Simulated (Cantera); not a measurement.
Input (Python, Cantera) and output of one run.

```python
import numpy as np
import cantera as ct

gas_names = [...]  # 109 gases of nasa_gas.yaml made of C, Cl, H, Si
cond_names = """
    C(gr) C6H6(L) C7H8(L) C8H18(L),n-octa Si(cr) Si(L) SiC(b)
""".split()


# ... load() reads the species with a 1 bar reference pressure and builds the phases ...
atoms = {
    'CH3SiCl3': {'C': 1, 'H': 3, 'Si': 1, 'CL': 3},
    'HCl': {'H': 1, 'CL': 1},
    'H2': {'H': 2},
}
top_T = {'C(gr)': 4500, 'SiC(b)': 3050}  # K; cautious upper limits of use, not melting points


# ... equilibrate(T, P, feed) seeds the gas with the atoms and calls Mixture.equilibrate('TP', solver="vcs", rtol=1e-11, max_steps=5000) ...
results = []
feed = {'CH3SiCl3': 1, 'HCl': 0.55, 'H2': 70}  # mol
P = 750  # Pa
for T in [2250, 2300, 2350, 2400, 2450, 2500, 2550]:
    mix = equilibrate(T, P, feed)
    results.append((T, P, feed, dict(zip(mix.species_names, mix.species_moles))))
    x = sorted(zip(gas.X, gas.species_names), reverse=True)
    print(f"T = {T:g} K  P = {P:g} Pa  gas = {mix.phase_moles(0):.4g} mol")
    print("   x: " + "  ".join(f"{s} {v:.3e}" for v, s in x if v > 1e-06))
    print("   condensed (mol): " + ("  ".join(f"{mix.phase(i).name} {mix.phase_moles(i):.4g}"
          for i in range(1, mix.n_phases) if mix.phase_moles(i) > 1e-12) or "none"))
```

Output:

```
T = 2250 K  P = 750 Pa  gas = 77.63 mol
   x: H2 8.608e-01  H 7.956e-02  HCL 4.169e-02  Si 9.367e-03  C2H2,acetylene 2.882e-03  CL 2.789e-03  SiC2 1.084e-03  Si2C 6.185e-04  SiCL2 4.399e-04  SiCL 3.708e-04  SiH 3.028e-04  SiH2 3.827e-05  Si2 1.958e-05  C2H 1.057e-05  C4H2 3.940e-06  CH3 2.306e-06  CH4 1.315e-06  SiC 1.040e-06  C2HCL 1.019e-06
   condensed (mol): C(gr) 0.3325
T = 2300 K  P = 750 Pa  gas = 78.63 mol
   x: H2 8.375e-01  H 1.023e-01  HCL 4.072e-02  Si 9.623e-03  C2H2,acetylene 3.619e-03  CL 3.580e-03  SiC2 1.328e-03  Si2C 4.218e-04  SiCL 3.129e-04  SiH 2.801e-04  SiCL2 2.687e-04  SiH2 3.026e-05  C2H 1.996e-05  Si2 1.439e-05  C4H2 6.404e-06  CH3 2.584e-06  C3 2.230e-06  SiC 1.456e-06  C2HCL 1.418e-06  C2H2,vinylidene 1.348e-06  CH4 1.126e-06  C 1.115e-06
   condensed (mol): C(gr) 0.182
T = 2350 K  P = 750 Pa  gas = 79.85 mol
   x: H2 8.098e-01  H 1.296e-01  HCL 3.936e-02  Si 9.665e-03  CL 4.514e-03  C2H2,acetylene 4.468e-03  SiC2 1.579e-03  Si2C 2.801e-04  SiCL 2.583e-04  SiH 2.535e-04  SiCL2 1.616e-04  C2H 3.655e-05  SiH2 2.348e-05  Si2 1.026e-05  C4H2 1.012e-05  C3 5.506e-06  CH3 2.848e-06  C 2.472e-06  C2H2,vinylidene 2.026e-06  SiC 1.964e-06  C2HCL 1.922e-06
   condensed (mol): C(gr) 6.12e-05
T = 2400 K  P = 750 Pa  gas = 81.33 mol
   x: H2 7.781e-01  H 1.620e-01  HCL 3.765e-02  Si 9.825e-03  CL 5.590e-03  C2H2,acetylene 4.423e-03  SiC2 1.538e-03  SiH 2.323e-04  SiCL 2.158e-04  Si2C 1.750e-04  SiCL2 9.879e-05  C2H 5.299e-05  SiH2 1.850e-05  C4H2 1.034e-05  C3 9.627e-06  Si2 7.607e-06  C 4.783e-06  CH3 2.791e-06  C2H2,vinylidene 2.422e-06  SiC 2.391e-06  C2HCL 2.072e-06  CH2 1.166e-06
   condensed (mol): none
T = 2450 K  P = 750 Pa  gas = 83.11 mol
   x: H2 7.414e-01  H 1.998e-01  HCL 3.561e-02  Si 9.857e-03  CL 6.810e-03  C2H2,acetylene 4.343e-03  SiC2 1.482e-03  SiH 2.099e-04  SiCL 1.778e-04  Si2C 1.087e-04  C2H 7.539e-05  SiCL2 5.990e-05  C3 1.648e-05  SiH2 1.439e-05  C4H2 1.049e-05  C 9.016e-06  Si2 5.566e-06  SiC 2.853e-06  C2H2,vinylidene 2.848e-06  CH3 2.698e-06  C2HCL 2.201e-06  C2 1.835e-06  CH2 1.482e-06
   condensed (mol): none
T = 2500 K  P = 750 Pa  gas = 85.23 mol
   x: H2 6.997e-01  H 2.428e-01  HCL 3.327e-02  Si 9.789e-03  CL 8.161e-03  C2H2,acetylene 4.225e-03  SiC2 1.417e-03  SiH 1.874e-04  SiCL 1.450e-04  C2H 1.053e-04  Si2C 6.754e-05  SiCL2 3.606e-05  C3 2.764e-05  C 1.658e-05  SiH2 1.107e-05  C4H2 1.054e-05  Si2 4.042e-06  C2 3.409e-06  SiC 3.349e-06  C2H2,vinylidene 3.293e-06  CH3 2.569e-06  C2HCL 2.303e-06  CH2 1.846e-06  CH 1.453e-06
   condensed (mol): none
T = 2550 K  P = 750 Pa  gas = 87.73 mol
   x: H2 6.530e-01  H 2.910e-01  HCL 3.068e-02  Si 9.644e-03  CL 9.623e-03  C2H2,acetylene 4.064e-03  SiC2 1.348e-03  SiH 1.655e-04  C2H 1.443e-04  SiCL 1.171e-04  C3 4.547e-05  Si2C 4.205e-05  C 2.978e-05  SiCL2 2.155e-05  C4H2 1.046e-05  SiH2 8.413e-06  C2 6.182e-06  SiC 3.874e-06  C2H2,vinylidene 3.738e-06  Si2 2.922e-06  CH3 2.403e-06  C2HCL 2.370e-06  CH2 2.251e-06  CH 2.243e-06
   condensed (mol): none
```

Method: chemical equilibrium by Gibbs-energy minimisation in Cantera with the NASA 1993 tables (ideal gas, pure condensed phases). The feed counts by its element totals alone. The tables' values for SiCl are old estimates; treat these amounts as uncertain. Gases not in the tables: Si2H6 and higher silanes.
